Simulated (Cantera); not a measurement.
## Premixed flame

A freely propagating, adiabatic, planar premixed flame of 14.7 % H2, 10.5 % O2, 52.6 % N2, 22.1 % H2O, equivalence ratio 0.70, unburnt at 550 K and 293 Torr; mixture-averaged transport, grid criteria slope 0.08 and curve 0.16, no radiation.

Computed with Cantera and the H2/O2 subset of GRI-Mech 3.0, which has no nitrogen chemistry. Burning velocities carry a grid error of a few per cent, more on coarse grids.

```csv
z (mm),T (K),u (m/s),x H2,x O2,x H2O,x OH,x H2O2,x H
-4.45,550,1.23,0.147,0.105,0.221,<1e-8,<1e-8,<1e-8
-2.97,550,1.23,0.146,0.105,0.222,<1e-8,1.14e-8,<1e-8
-2.22,550,1.23,0.144,0.106,0.222,<1e-8,9.30e-8,<1e-8
-1.48,554,1.23,0.136,0.106,0.225,<1e-8,1.47e-6,<1e-8
-0.741,631,1.37,0.109,0.106,0.240,2.87e-5,2.66e-5,4.09e-5
-0.371,828,1.76,0.0797,0.0964,0.269,0.000258,2.00e-5,0.000869
0,1077,2.27,0.0467,0.0758,0.314,0.000885,5.30e-6,0.00384
0.371,1254,2.63,0.0232,0.0558,0.349,0.00233,4.04e-6,0.00601
0.741,1356,2.84,0.0132,0.0460,0.367,0.00352,3.27e-6,0.00547
1.48,1453,3.03,0.00757,0.0404,0.378,0.00397,1.82e-6,0.00306
2.97,1523,3.17,0.00407,0.0378,0.386,0.00330,8.86e-7,0.00108
5.93,1561,3.24,0.00170,0.0366,0.391,0.00224,4.34e-7,0.000272
11.9,1577,3.27,0.000559,0.0362,0.393,0.00133,1.99e-7,5.03e-5
```
x: mole fraction of selected species; z is measured from the peak of heat release.

The laminar burning velocity is 123 cm/s and the thermal thickness is 1.48 mm. The peak x(OH) comes out as 0.00400 and the peak x(H2O2) is 2.91e-5. The peak x(H) is 0.00608 and the grid points is 103.
